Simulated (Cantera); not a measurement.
An isothermal, constant-pressure homogeneous reactor starts with NH₃ : N₂ = 1 : 1.8 (molar parts), at 2225 K and 0.0133 bar. Integrator tolerance rtol = 1e-08.

Detailed kinetics in Cantera: the gas-phase N/H chemistry of the illustrative SiF4/NH3 mechanism in the Surface Chemkin manual (1991). Walls and surfaces, which speed up NH3 decomposition in real reactors, are not modelled.

Task: What does this change do: temperature 2225 to 1498 K?

Result: 
```
quantity                                           before                                     after
----------------  ---------------------------------------  ----------------------------------------
x(NH₃) at 10.0 s  4.88e-8 (gas-phase equilibrium 3.34e-8)     0.349 (gas-phase equilibrium 1.58e-7)
x(NH₂) at 10.0 s  1.36e-8 (gas-phase equilibrium 9.64e-9)  6.27e-5 (gas-phase equilibrium 8.30e-11)
x(NH) at 10.0 s   2.96e-8 (gas-phase equilibrium 2.16e-8)  2.52e-7 (gas-phase equilibrium 1.92e-12)
x(N₂) at 10.0 s       0.595 (gas-phase equilibrium 0.595)       0.642 (gas-phase equilibrium 0.605)
x(H₂) at 10.0 s       0.371 (gas-phase equilibrium 0.371)     0.00872 (gas-phase equilibrium 0.395)
x(N) at 10.0 s    1.48e-7 (gas-phase equilibrium 1.11e-7)    3.32e-9 (gas-phase equilibrium <1e-12)
```
